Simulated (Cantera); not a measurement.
A closed system holds: 1 mol Al(CH₃)₃, 11 mol N₂, 1.3 mol H₂, 1.3 mol N₂O, equilibrated at 1148 K and 880 Pa.

Method: chemical equilibrium by Gibbs-energy minimisation in Cantera with the NASA 1993 tables (ideal gas, pure condensed phases). Candidate condensed phases: Al, AlN, Al₂O₃, C, C₆H₆, C₇H₈, C₈H₁₈, H₂O; 148 gas species. The feed counts by its element totals alone. Mutual solubility and eutectic melting of coexisting phases are not modelled. The numbers say what is thermodynamically allowed, not how fast it happens.

Base state: N₂ 0.678, H₂ 0.321, CO 0.00103, CH₄ 2.16e-5, HCN 1.90e-5 (mole fractions); condensed: AlN(s) + Al₂O₃(s) + C(graphite).

Problem. What changes in the equilibrium state with this change: Al(CH₃)₃ replaced by Al?

Solution. 
```csv
species,before,after
N₂,0.678,0.904
H₂,0.321,0.0961
CO,0.00103,0
CH₄,2.16e-5,0
HCN,1.90e-5,0
"AlN(s), mol",0.146,0.133
"Al₂O₃(s), mol",0.427,0.433
"C(graphite), mol",2.98,0
```

Problem. What changes in the equilibrium state with this change: temperature from 1148 K to 873.15 K?

Solution. 
```csv
species,before,after
N₂,0.678,0.679
H₂,0.321,0.321
CH₄,2.16e-5,0.000406
CO,0.00103,4.77e-7
HCN,1.90e-5,2.36e-7
"AlN(s), mol",0.146,0.133
"Al₂O₃(s), mol",0.427,0.433
"C(graphite), mol",2.98,2.99
```
